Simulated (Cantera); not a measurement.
Charge: 1 mol Pb, 2.4 mol NH3, 8.3 mol H2, at 4.60 mbar.

Cantera equilibrium calculation (NASA polynomials, part measured and part estimated; ideal gas, pure solids and liquids). Candidate condensed phases: Pb; 11 gas species. Kinetics and transport are ignored. All values below are at 1350 K.

Base state: H2 0.844, N2 0.0851, Pb 0.0709, H 3.23e-5 (mole fractions); condensed: gas only.

### Question
What changes in the equilibrium state with this change: Pb replaced by Al?

### Answer
| species | before | after |
|---|---|---|
| H2 | 0.844 | 0.944 |
| N2 | 0.0851 | 0.0556 |
| H | 3.23e-5 | 3.41e-5 |
| Pb | 0.0709 | 0 |
| AlN(s), mol | 0 | 1.00 |
Further candidate phases: Al, AlN.
